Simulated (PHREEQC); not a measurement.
Make-up at 45 °C: 12 mmol/kgw TMAH and 0.11 mmol/kgw H4SiO4. Closed to the air; pH follows from the charge balance.

Computed with PHREEQC (ion-association model, wateq4f.dat).

Precipitation was switched off in this run.

Q: What pH does the model give?

A: pH 11.43.

Q: In which forms is Si present?

A: H3SiO4- 91 %, H2SiO4-2 7.4 %, H4SiO4 1.1 % of the Si.

(CH3)4N+ isn't in the database: it is added as a free cation with an ion size of 4 Å. Constants without temperature data keep their 25 °C values here.
